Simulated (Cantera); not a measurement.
Input: 1 mol Si, 2.3 mol Cl2, 1.4 mol N2, at 725 K and 8.40 mbar.

Equilibrium computed with Cantera from the NASA thermochemical tables; the gas is ideal and each condensed phase is pure. Candidate condensed phases: Si, Si3N4; 13 gas species. The numbers say what is thermodynamically allowed, not how fast it happens.

Base state: N2 0.519, SiCl4 0.370, Cl2 0.111 (mole fractions); condensed: gas only.

What changes in the equilibrium state with this change: temperature from 725 K to 1023.15 K?


```json
[
 {"species": "N2", "before": "0.519", "after": "0.518"},
 {"species": "SiCl4", "before": "0.370", "after": "0.370"},
 {"species": "Cl2", "before": "0.111", "after": "0.110"},
 {"species": "Cl", "before": "4.99e-6", "after": "0.00197"}
]
```
